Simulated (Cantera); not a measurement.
Input: 1 mol SiF4, 7 mol NH3, 0.19 mol H2, 2.8 mol N2, held at 950 °C and 9.60 mbar.

Cantera equilibrium calculation (NASA polynomials, part measured and part estimated; ideal gas, pure solids and liquids). Candidate condensed phases: Si, Si3N4; 37 gas species. The tables' values for SiF3 are old estimates; treat these amounts as uncertain. Kinetics and transport are ignored.

Question: What is the equilibrium state?

Answer: 
```json
{
  "x(H2)": "0.592",
  "x(N2)": "0.350",
  "x(SiF4)": "0.0541",
  "x(HF)": "0.00267",
  "x(SiF3)": "0.000544",
  "x(SiHF3)": "0.000509",
  "x(SiF2)": "5.64e-6",
  "x(H)": "2.36e-6",
  "x(SiH2F2)": "2.34e-6",
  "n(Si3N4(s))": "0.00240 mol",
  "gas_amount": "18.00 mol",
  "log10 activity of Si(s) (absent)": "-3.18"
}
```
